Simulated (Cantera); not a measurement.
Feed: 1 mol Cu2O, 1.6 mol CO, 4.4 mol H2, held at 14000 Pa.

Equilibrium computed with Cantera from the NASA thermochemical tables; the gas is ideal and each condensed phase is pure. Candidate condensed phases: C, C6H6, C7H8, C8H18, Cu, CuO, Cu(OH)2, Cu2O, H2O; 113 gas species. Kinetics and transport are ignored.

Problem. Which condensed phases are stable at each of these points (T (°C)): 950, 1000, 1050, 1100, 1150, 1200, 1250, 1300, 1350, 1400, 1450, 1500?

Solution. 
```tsv
T (°C)	condensed phases	Cu condensed (%)
950	Cu(s)	100.0
1000	Cu(s)	100.0
1050	Cu(s)	100.0
1100	Cu(l)	100.0
1150	Cu(l)	100.0
1200	Cu(l)	100.0
1250	Cu(l)	100.0
1300	Cu(l)	99.9
1350	Cu(l)	99.9
1400	Cu(l)	99.8
1450	Cu(l)	99.5
1500	Cu(l)	99.1
```

From 950 °C to 1050 °C the condensed part is Cu(s). From 1100 °C to 1500 °C the condensed part is Cu(l).
